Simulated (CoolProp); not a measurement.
Properties of R1123 along the isotherm 223.4 K (Tc = 331.7 K, pc = 4549 kPa, ω = 0.243).

Values from CoolProp's reference Helmholtz-energy equation of state, Akasaka 2020.

```csv
p (kPa),phase,cp (kJ/(kg K)),speed of sound (m/s),fugacity coefficient
812,liquid,1.301,770.9,0.2113
1620,liquid,1.298,776.4,0.1088
2440,liquid,1.295,781.8,0.07428
3250,liquid,1.292,787.1,0.05731
4060,liquid,1.289,792.3,0.04714
4870,liquid,1.286,797.4,0.04038
5690,liquid,1.284,802.5,0.03552
6500,liquid,1.281,807.5,0.03194
7310,liquid,1.279,812.4,0.02918
8120,liquid,1.276,817.2,0.02699
8940,liquid,1.274,822.0,0.02519
9750,liquid,1.272,826.7,0.02373
10600,liquid,1.270,831.6,0.02245
11400,liquid,1.268,836.1,0.02143
```
